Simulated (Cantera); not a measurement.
BCl₃ + H₂O (boron, boron nitride and boron oxide)

Charge: 1 mol BCl₃, a varied amount of H₂O, equilibrated at 775 K and 55.5 Torr.

Cantera equilibrium calculation (NASA polynomials, part measured and part estimated; ideal gas, pure solids and liquids). Candidate condensed phases: B, B₂O₃, B₃O₃H₃, H₂O; 33 gas species. Gases not in the tables: H₃BO₃. Rates play no part.

From 1.6 mol H₂O to 12 mol H₂O the condensed part is B₂O₃(l). At 18 mol H₂O nothing is condensed. The share of B in condensed phases is highest at 1.6 mol H₂O (99.8 %) and lowest at 18 mol H₂O (0.0 %).

| n(H₂O) (mol) | x HCl | x H₂O | x (HBO₂)₃ | x H₂ | x Cl₂ | x HBO₂ | x Cl | n B₂O₃(l) |
|---|---|---|---|---|---|---|---|---|
| 1.6 | 0.968 | 0.0320 | 0.000174 | 1.99e-7 | 1.95e-7 | 3.62e-8 | 8.34e-9 | 0.499 |
| 2.3 | 0.791 | 0.207 | 0.00285 | 1.63e-7 | 1.59e-7 | 9.18e-8 | 7.53e-9 | 0.484 |
| 3.5 | 0.602 | 0.390 | 0.00740 | 1.24e-7 | 1.21e-7 | 1.26e-7 | 6.57e-9 | 0.445 |
| 5.2 | 0.450 | 0.538 | 0.0120 | 9.31e-8 | 9.03e-8 | 1.48e-7 | 5.67e-9 | 0.381 |
| 7.9 | 0.322 | 0.662 | 0.0163 | 6.67e-8 | 6.43e-8 | 1.64e-7 | 4.79e-9 | 0.272 |
| 12 | 0.224 | 0.756 | 0.0199 | 4.67e-8 | 4.47e-8 | 1.76e-7 | 3.99e-9 | 0.101 |
| 18 | 0.155 | 0.828 | 0.0172 | 3.24e-8 | 3.08e-8 | 1.67e-7 | 3.31e-9 | 0 |
x: gas mole fraction; n: condensed amount in mol.
